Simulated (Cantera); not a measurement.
Mixture: CH4 : O2 : N2 = 1 : 1.54 : 5.78 (molar parts), at 1.00 bar, adiabatic and at constant volume. Ignition delay is the time to a rise of 400 K.

Detailed kinetics in Cantera: GRI-Mech 3.0 (53 species, 325 reactions).

Question: What does this change do: 0.0085 parts C2H6 added?

Answer: 
```tsv
quantity	before	after
delay at 1150 K	0.105 s	80.3 ms
delay at 1350 K	6.73 ms	5.17 ms
delay at 1550 K	0.746 ms	0.522 ms
delay at 1750 K	0.148 ms	0.103 ms
delay at 1950 K	45.1 µs	35.5 µs
apparent activation energy between 1750 and 1950 K	170 kJ/mol	150 kJ/mol
```
